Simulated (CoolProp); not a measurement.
Octamethylcyclotetrasiloxane (D4) at 322.15 K and 0.935 MPa is throttled through a valve to 0.585 MPa with no heat exchange. Each further row changes one setting.

Model: reference Helmholtz-energy equation of state, Thol 2015, in CoolProp.

```csv
case,temperature change (K),final density (kg/m³)
as stated,+0.1,924
outlet pressure 0.175 MPa,+0.3,923
outlet pressure 0.76 MPa,+0.1,924
```
